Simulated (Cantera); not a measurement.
Input: 1 mol BN, 0.58 mol H2, held at 190 Pa.

Method: chemical equilibrium by Gibbs-energy minimisation in Cantera with the NASA 1993 tables (ideal gas, pure condensed phases). Candidate condensed phases: B, BN; 15 gas species. Mutual solubility and eutectic melting of coexisting phases are not modelled. The tables' values for BH2 are old estimates; treat these amounts as uncertain. Equilibrium is a limit: real reactors are often held back by kinetics, nucleation or transport.

log p: log10 of the partial pressure in bar; n: condensed amount in mol.

```
T (°C)  log p H2  log p N2  log p H  log p B  n BN(s)  n B(s)  n B(l)
------  --------  --------  -------  -------  -------  ------  ------
1175       -2.72     -8.47    -6.40   -12.62    1.000       0       0
1275       -2.72     -7.72    -5.87   -11.11    1.000       0       0
1375       -2.72     -6.70    -5.41    -9.97    1.000       0       0
1475       -2.72     -5.80    -5.00    -8.96    0.999       ?       0
1575       -2.73     -5.00    -4.64    -8.07    0.994       ?       0
1675       -2.75     -4.28    -4.32    -7.26    0.966       ?       0
1775       -2.80     -3.63    -4.05    -6.54    0.830       ?       0
1875       -3.04     -3.07    -3.90    -5.88        0   0.999       0
1975       -3.07     -3.08    -3.67    -5.28        0   0.996       0
2075       -3.13     -3.10    -3.47    -4.74        0   0.987       0
2175       -3.21     -3.13    -3.31    -4.28        0       0   0.963
2275       -3.35     -3.18    -3.19    -3.87        0       0   0.894
2375       -3.58     -3.26    -3.12    -3.48        0       0   0.695
2475       -4.01     -3.43    -3.17    -3.13        0       0       0
```

Problem. What belongs in the gaps?

Solution. 
- 1475, n B(s): 0.000917
- 1575, n B(s): 0.00612
- 1675, n B(s): 0.0335
- 1775, n B(s): 0.169
